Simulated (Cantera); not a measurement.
## Hydrogen reduction and annealing atmospheres: PbS + H2

Feed: 1 mol PbS, a varied amount of H2, at 1377 °C and 1.33 mbar.

Method: chemical equilibrium by Gibbs-energy minimisation in Cantera with the NASA 1993 tables (ideal gas, pure condensed phases). Candidate condensed phases: Pb, PbS, S; 10 gas species. The numbers say what is thermodynamically allowed, not how fast it happens.

From 6 mol H2 to 89 mol H2 nothing is condensed. The main Pb-bearing gas is Pb throughout.

```tsv
n(H2) (mol)	x H2	x Pb	x PbS	x S2	x H2S	x SH	x H	x S
6	0.810	0.0846	0.0527	0.0343	0.0103	0.00464	0.00224	0.00101
9.4	0.866	0.0616	0.0319	0.0238	0.00915	0.00399	0.00232	0.000837
15	0.909	0.0431	0.0182	0.0157	0.00779	0.00332	0.00237	0.000680
23	0.936	0.0306	0.0105	0.0104	0.00654	0.00274	0.00241	0.000553
36	0.956	0.0210	0.00573	0.00655	0.00530	0.00220	0.00243	0.000439
57	0.970	0.0141	0.00299	0.00395	0.00418	0.00172	0.00245	0.000341
89	0.979	0.00951	0.00155	0.00234	0.00324	0.00133	0.00246	0.000263
```
x: gas mole fraction; nothing condenses.
